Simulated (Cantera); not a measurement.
Feed: 1 mol Fe(CO)5, 46 mol H2, 0.022 mol O2, at 1027 °C and 100000 Pa.

Method: chemical equilibrium by Gibbs-energy minimisation in Cantera with the NASA 1993 tables (ideal gas, pure condensed phases). Equilibrium is a limit: real reactors are often held back by kinetics, nucleation or transport.

```csv
species,before,after
H2,0.899,0.900
CO,0.0963,0.0968
H2O,0.00262,0.00209
CH4,0.00191,0.00136
CO2,0.000159,0.000128
"Fe(γ), mol",1.00,1.00
```
Gas species are given as mole fractions.

Problem. Which change was made?
A) temperature from 1027 °C to 902 °C
B) pressure from 100000 Pa to 75000 Pa
C) pressure from 100000 Pa to 10000 Pa
D) O2 from 0.022 to 0.11 mol

Solution. B, pressure from 100000 Pa to 75000 Pa
